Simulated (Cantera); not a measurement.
Charge: 1 mol Al, 2.7 mol HCl, 15 mol H2, at 13.3 mbar.

Cantera equilibrium calculation (NASA polynomials, part measured and part estimated; ideal gas, pure solids and liquids). Candidate condensed phases: Al, AlCl3; 12 gas species. The tables' values for AlCl2 are old estimates; treat these amounts as uncertain. Rates play no part.

log p: log10 of the partial pressure in bar; n: condensed amount in mol.

```csv
T (°C),log p H2,log p AlCl3,log p Al2Cl6,log p AlCl,log p AlCl2,n Al(s)
275,-1.89,-3.85,-3.55,-9.56,-9.36,0.1000
300,-1.89,-3.63,-3.62,-8.90,-8.77,0.1000
325,-1.89,…,…,…,-8.24,0.1000
350,-1.89,-3.34,-3.92,-7.76,-7.78,0.1000
375,-1.90,-3.25,-4.15,-7.28,-7.38,0.0999
400,-1.90,-3.21,-4.42,-6.84,-7.02,0.0998
425,-1.90,-3.18,-4.70,-6.44,-6.71,0.0996
450,-1.90,-3.17,-4.99,-6.08,-6.43,0.0991
475,-1.90,-3.17,-5.27,-5.74,-6.16,0.0981
500,-1.90,-3.16,-5.53,-5.42,-5.92,0.0962
525,-1.90,-3.16,…,…,-5.69,0.0927
550,-1.90,-3.16,-6.02,-4.85,-5.48,0.0864
575,-1.90,-3.17,-6.25,-4.59,-5.29,0.0756
```

What belongs in the gaps?


- 325, log p AlCl3: -3.46
- 325, log p Al2Cl6: -3.75
- 325, log p AlCl: -8.30
- 525, log p Al2Cl6: -5.78
- 525, log p AlCl: -5.13
